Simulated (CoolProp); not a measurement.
Values from CoolProp's reference Helmholtz-energy equation of state, Thol 2015.

Q: For octamethylcyclotetrasiloxane (D4), give the phase and the cv (kJ/(kg K)) at 611.5 K and 0.202 bar; 611.5 K and 0.359 bar; 611.5 K and 1.14 bar.

A: 
- 611.5 K and 0.202 bar: gas; cv 2.00
- 611.5 K and 0.359 bar: gas; cv 2.00
- 611.5 K and 1.14 bar: gas; cv 2.00
